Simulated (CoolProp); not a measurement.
Vapour-liquid equilibrium of propane (1) + R113 (2) at 304.2 K; x and y are mole fractions of (1).

Computed with CoolProp (multi-fluid Helmholtz-energy mixture model, Lemmon 2009 and Marx 1992; pair parameters Bell 2016).

**Question.** Give the bubble pressure and the first vapour's composition at x = 0.05, 0.35, 0.65. Is there an azeotrope?

**Answer.** x = 0.05: 0.1145 MPa, y = 0.518; x = 0.35: 0.4432 MPa, y = 0.900; x = 0.65: 0.7347 MPa, y = 0.959. No azeotrope shows between x = 0.05 and 0.95.

Pair parameters are fitted to limited data, so mixtures are less certain than the pure fluids. The gap from Raoult's law changes sign with composition, which may be real or a fault of the pair parameters; it wasn't checked against measurements.
